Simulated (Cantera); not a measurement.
A closed system holds: 1 mol SiF4, 4.2 mol NH3, 76 mol N2, held at 0.230 bar.

Cantera equilibrium calculation (NASA polynomials, part measured and part estimated; ideal gas, pure solids and liquids). Candidate condensed phases: Si, Si3N4; 37 gas species. The tables' values for SiF3, SiF2 are old estimates; treat these amounts as uncertain. Rates play no part.

x: gas mole fraction; n: condensed amount in mol.

```csv
T (K),x N2,x H2,x SiF4,x HF,x SiF3,x SiF2,x SiHF3,n Si3N4(s)
950,0.915,0.0737,0.0117,8.70e-5,2.05e-7,9.38e-12,9.01e-6,0.000553
1025,0.914,0.0737,0.0117,0.000162,1.15e-6,2.18e-10,1.71e-5,0.00102
1100,0.914,0.0736,0.0116,0.000277,5.07e-6,3.27e-9,2.95e-5,0.00172
1175,0.914,0.0735,0.0115,?,1.84e-5,3.46e-8,?,?
1250,0.914,0.0734,0.0114,?,5.69e-5,2.73e-7,?,?
1325,0.914,0.0732,0.0113,0.000946,0.000154,1.69e-6,0.000103,0.00488
1400,0.914,0.0730,0.0110,0.00130,0.000369,8.51e-6,0.000141,0.00547
1475,0.914,0.0728,0.0105,0.00171,0.000796,3.59e-5,0.000183,0.00468
1550,0.914,0.0725,0.00976,0.00218,0.00155,0.000129,0.000226,0.000998
1625,0.913,0.0719,0.00883,0.00316,0.00235,0.000290,0.000226,0
```

Question: Some entries are withheld; supply them.

Answer: 
- 1250, x HF: 0.000662
- 1250, x SiHF3: 7.18e-5
- 1250, n Si3N4(s): 0.00379
- 1175, x HF: 0.000441
- 1175, x SiHF3: 4.75e-5
- 1175, n Si3N4(s): 0.00266
